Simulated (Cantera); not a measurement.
A closed system holds: 1 mol Al, 3.3 mol H2O, 44 mol CO, at 3.40 bar.

These are equilibrium values from Cantera (NASA tables, ideal gas, pure condensed phases), not measurements of a reactor. Candidate condensed phases: Al, Al2O3, C, C6H6, C7H8, C8H18, H2O; 121 gas species. Equilibrium is a limit: real reactors are often held back by kinetics, nucleation or transport.

Q: At 600 °C, list the 5 most abundant gas species with their mole fractions, and the condensed phases.

A: CO2 0.741, CO 0.139, H2O 0.0786, H2 0.0392, CH4 0.00235. Condensed: Al2O3(s) + C(graphite).
